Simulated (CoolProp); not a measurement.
A single-stage vapour-compression cycle with the fluid: evaporating at 263.15 K (dew point), condensing at 289.15 K (bubble point), superheat 0 K, subcooling 0 K, compressor efficiency 0.6, no pressure losses. The same conditions are run with several fluids, on thermodynamics alone (safety and materials aside).

Model: reference Helmholtz-energy equation of state of each fluid (R1132(E): Akasaka 2024; hydrogen chloride: Thol 2018; fluoroethane (R161): Wu 2012; R1233zd(E): Akasaka 2022; R125: Lemmon 2005; carbon dioxide: Span 1996), in CoolProp.

**Question.** Rank R1132(E), hydrogen chloride, fluoroethane (R161), R1233zd(E), R125, carbon dioxide by cooling COP, highest first.

**Answer.** R1233zd(E) (5.57), fluoroethane (R161) (5.44), R1132(E) (5.25), R125 (5.04), hydrogen chloride (4.87), carbon dioxide (4.26)

| fluid | pressure ratio | discharge temperature (K) | refrigerating effect (kJ/kg) | volumetric capacity (kJ/m³) |
|---|---|---|---|---|
| R1132(E) | 2.21 | 314.6 | 218 | 4250 |
| hydrogen chloride | 1.95 | 334.6 | 280 | 11700 |
| fluoroethane (R161) | 2.32 | 319.1 | 336 | 2480 |
| R1233zd(E) | 3.05 | 306.9 | 178 | 331 |
| R125 | 2.24 | 298.9 | 108 | 3260 |
| carbon dioxide | 1.97 | 324.3 | 192 | 13700 |
